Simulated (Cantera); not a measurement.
A freely propagating, adiabatic, planar premixed flame of CH₄ : CO : O₂ : N₂ = 1 : 0.064 : 1.45 : 5.81 (molar parts), unburnt at 575 K and 750 Torr; mixture-averaged transport, grid criteria slope 0.08 and curve 0.16, no radiation.

Computed with Cantera and GRI-Mech 3.0 (53 species, 325 reactions). Burning velocities carry a grid error of a few per cent, more on coarse grids.

x: mole fraction of selected species; z is measured from the peak of heat release.

```tsv
z (mm)	T (K)	u (m/s)	x CH₄	x CO	x O₂	x NO	x O	x H₂O
-1.65	575	0.595	0.120	0.00767	0.174	<1e-8	<1e-8	8.57e-5
-1.10	580	0.603	0.119	0.00773	0.172	?	<1e-8	?
-0.826	600	0.628	0.116	0.00817	0.170	1.02e-7	<1e-8	0.00364
-0.551	710	0.752	0.107	0.0115	0.161	8.37e-7	3.88e-8	0.0174
-0.275	1145	1.24	0.0717	0.0303	0.120	6.24e-6	5.55e-6	0.0672
-0.138	1516	1.66	0.0395	0.0512	0.0775	1.28e-5	4.68e-5	0.109
0	1847	2.05	0.0114	0.0727	0.0335	2.35e-5	0.000172	0.147
0.138	2005	2.23	0.00176	0.0806	0.0100	4.02e-5	0.000227	0.165
0.275	2053	2.28	0.000260	0.0795	0.00273	5.84e-5	0.000189	0.169
0.551	2073	2.29	1.06e-5	0.0759	0.000351	8.29e-5	0.000140	0.168
1.10	2085	2.30	1.83e-7	0.0743	0.000132	0.000103	0.000101	0.167
2.20	2097	2.32	<1e-8	0.0743	?	0.000113	?	0.167
4.41	2110	2.33	<1e-8	0.0746	3.86e-5	0.000116	2.99e-5	0.168
```

Task: Fill in the missing entries.

Result: 
- -1.10, x NO: 1.77e-8
- -1.10, x H₂O: 0.000861
- 2.20, x O₂: 7.94e-5
- 2.20, x O: 6.15e-5
